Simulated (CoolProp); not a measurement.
Vapour pressure (MPa) of diethyl ether: the reference equation beside estimates from Tc = 467.9 K, pc = 3.717 MPa, ω = 0.282.

Computed with CoolProp (reference Helmholtz-energy equation of state, Thol 2014).

```json
[
 {"T (K)": "366", "reference": "0.5536", "van der Waals": "1.283", "Redlich-Kwong": "0.7774", "Peng-Robinson": "0.5487"},
 {"T (K)": "374.4", "reference": "0.6732", "van der Waals": "1.426", "Redlich-Kwong": "0.9156", "Peng-Robinson": "0.6681"},
 {"T (K)": "382.8", "reference": "0.8109", "van der Waals": "1.579", "Redlich-Kwong": "1.070", "Peng-Robinson": "0.8062"},
 {"T (K)": "391.2", "reference": "0.9686", "van der Waals": "1.742", "Redlich-Kwong": "1.241", "Peng-Robinson": "0.9648"},
 {"T (K)": "399.5", "reference": "1.146", "van der Waals": "1.913", "Redlich-Kwong": "1.427", "Peng-Robinson": "1.143"},
 {"T (K)": "407.9", "reference": "1.348", "van der Waals": "2.096", "Redlich-Kwong": "1.635", "Peng-Robinson": "1.348"},
 {"T (K)": "416.3", "reference": "1.576", "van der Waals": "2.290", "Redlich-Kwong": "1.861", "Peng-Robinson": "1.580"},
 {"T (K)": "424.7", "reference": "1.832", "van der Waals": "2.494", "Redlich-Kwong": "2.107", "Peng-Robinson": "1.840"},
 {"T (K)": "433", "reference": "2.116", "van der Waals": "2.706", "Redlich-Kwong": "2.371", "Peng-Robinson": "2.127"},
 {"T (K)": "441.4", "reference": "2.435", "van der Waals": "2.932", "Redlich-Kwong": "2.659", "Peng-Robinson": "2.451"},
 {"T (K)": "449.8", "reference": "2.793", "van der Waals": "3.169", "Redlich-Kwong": "2.970", "Peng-Robinson": "2.810"}
]
```

Absolute difference from the reference over all 11 rows, mean and median: van der Waals 62.2 and 55.5 %, Redlich-Kwong 22.1 and 21.3 %, Peng-Robinson 0.5 and 0.5 %.
